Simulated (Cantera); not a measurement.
Feed: 1 mol Si3N4, 0.03 mol Si, 0.096 mol N2, equilibrated at 5.50 bar.

Cantera equilibrium calculation (NASA polynomials, part measured and part estimated; ideal gas, pure solids and liquids). Candidate condensed phases: Si, Si3N4; 7 gas species. The tables' values for SiN are old estimates; treat these amounts as uncertain. Rates play no part.

log p: log10 of the partial pressure in bar; n: condensed amount in mol.

```csv
T (°C),log p N2,log p Si,log p SiN,log p Si2N,log p Si2,n Si3N4(s),n Si(l)
1527,0.74,-7.36,-7.35,-9.00,<-11,1.01,0
1577,0.74,-6.82,-6.87,-8.32,-10.61,1.01,0
1627,0.74,…,-6.42,…,…,1.01,0
1677,0.74,-5.83,-6.00,-7.07,-9.08,1.01,0
1727,0.74,-5.38,-5.59,-6.49,-8.38,1.01,0
1777,0.74,-4.94,-5.21,-5.94,-7.71,1.01,0
1827,0.74,-4.53,-4.84,-5.42,-7.07,1.01,0
1877,0.74,-4.14,-4.50,-4.92,-6.46,1.01,0
1927,0.74,-3.76,-4.16,-4.45,-5.88,1.01,0
1977,0.74,…,-3.85,…,…,1.01,0
2027,0.74,-3.06,-3.54,-3.57,-4.81,1.01,0
2077,0.74,-2.84,-3.36,-3.37,-4.52,0,3.03
```

Question: Fill in the missing entries.

Answer: 
- 1627, log p Si: -6.32
- 1627, log p Si2N: -7.68
- 1627, log p Si2: -9.83
- 1977, log p Si: -3.40
- 1977, log p Si2N: -4.00
- 1977, log p Si2: -5.33
